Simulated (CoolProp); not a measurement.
Vapour-liquid equilibrium of n-hexane (1) + m-xylene (2) at 445.3 K; x and y are mole fractions of (1).

Computed with CoolProp (multi-fluid Helmholtz-energy mixture model, Thol 2019 and Zhou 2012; pair parameters Bell 2016).

| x | bubble pressure, mixture model (kPa) | bubble pressure, Raoult's law (kPa) | y, mixture model | y, Raoult's law |
|---|---|---|---|---|
| 0.05 | 271.9 | 273.6 | 0.190 | 0.208 |
| 0.125 | 342.8 | 341.7 | 0.394 | 0.416 |
| 0.2 | ___ | 409.8 | ___ | 0.554 |
| 0.275 | 493.6 | 477.8 | ___ | 0.654 |
| 0.35 | 568.6 | 545.9 | ___ | 0.728 |
| 0.425 | ___ | 614.0 | 0.760 | 0.786 |
| 0.5 | 710.3 | 682.0 | 0.803 | 0.833 |
| 0.575 | ___ | 750.1 | 0.839 | 0.871 |
| 0.65 | ___ | 818.2 | 0.869 | 0.902 |
| 0.725 | 900.7 | 886.3 | 0.897 | 0.929 |
| 0.8 | ___ | 954.3 | 0.924 | 0.952 |
| 0.875 | 1025 | 1022 | 0.950 | 0.972 |
| 0.95 | 1090 | 1090 | 0.979 | 0.990 |

**Question.** What belongs in the gaps?

**Answer.** 
- 0.2, bubble pressure, mixture model (kPa): 417.6
- 0.2, y, mixture model: 0.534
- 0.275, y, mixture model: 0.633
- 0.35, y, mixture model: 0.706
- 0.425, bubble pressure, mixture model (kPa): 641.1
- 0.575, bubble pressure, mixture model (kPa): 776.1
- 0.65, bubble pressure, mixture model (kPa): 839.2
- 0.8, bubble pressure, mixture model (kPa): 961.9

The largest gap from Raoult's law is +4.4 % in bubble pressure, at x = 0.425. No azeotrope shows between x = 0.05 and 0.95.

The pair parameters rest on a limited set of measurements; away from them the model extrapolates. The gap from Raoult's law changes sign with composition, which may be real or a fault of the pair parameters; it wasn't checked against measurements.
